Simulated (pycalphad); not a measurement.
CALPHAD calculation (pycalphad, COST 507 light-alloy database (1999)), 1 atm. No gas phase is included, though pure Si would boil below 3225 K. The data set is of 1999 and partly superseded. Phase fractions are per mole of atoms.

Problem. Give the equilibrium state of Si-67.4C (at.%) at 2775 K.

Solution. CSI, fraction 0.652, with 50.0 C at.%; graphite, fraction 0.348, with 100 C at.%.

Problem. Give the equilibrium state of Si-67.4C (at.%) at 3225 K.

Solution. graphite, fraction 0.584, with 100 C at.%; liquid, fraction 0.416, with 21.6 C at.%.

Database names, with the compositions (at.%) that they take in these runs: CSI: Si 50 C 50.
